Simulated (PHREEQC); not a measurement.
Model water analysis in mg/L, 25 °C, pH 6.4, pe 11.8:

```csv
constituent,mg/L
Na,1020
K,10.3
Ca,623
Mg,111
Cl,2860
S(6) as SO4,246
Alkalinity as HCO3,11.3
Si as SiO2,90.1
O(0) (dissolved oxygen),1.03
```

Valence states are taken as typed.

Model: ion-association model, phreeqc.dat, run in PHREEQC.

No solid was allowed to form.

Task: Predict the specific conductance, charge-balance error.

Result: specific conductance 8740 µS/cm; charge-balance error -0.7 %.

Task: In which forms is C present?

Result: HCO3- 56 %, CO2 38 %, CaHCO3+ 4.1 %, MgHCO3+ 1.2 %, NaHCO3 0.8 % of the C.

Saturation is exceeded, for instance for Quartz (slow to form), Chalcedony (slow to form); the values hold only as long as no solid forms. Species that the database lacks are ignored.
